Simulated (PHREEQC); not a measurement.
Synthetic water in mg/kgw, 25 °C, pH 7.1, pe 10.5: Na 2150; K 84.3; Ca 302; Mg 256; Cl 4280; S(6) as SO4 496; Alkalinity as HCO3 0.152; Cd 44.4.

Valence states are taken as typed.

Equilibrium calculation in PHREEQC: ion-association model, phreeqc.dat.

ionic strength: 0.148 mol/kgw
specific conductance: 12900 µS/cm
density: 1.003 g/cm³
charge-balance error: 0.6 %

| species | molality | activity | log γ |
|---|---|---|---|
| Cl- | 0.120 | 0.0888 | -0.132 |
| Na+ | 0.0930 | 0.0710 | -0.117 |
| Mg+2 | 0.00966 | 0.00356 | -0.434 |
| Ca+2 | 0.00708 | 0.00247 | -0.457 |
| SO4-2 | 0.00331 | 0.00108 | -0.487 |
| K+ | 0.00214 | 0.00157 | -0.134 |
| MgSO4 | 0.000869 | 0.000900 | 0.015 |

Precipitation was switched off in this run. Species that the database lacks are ignored.
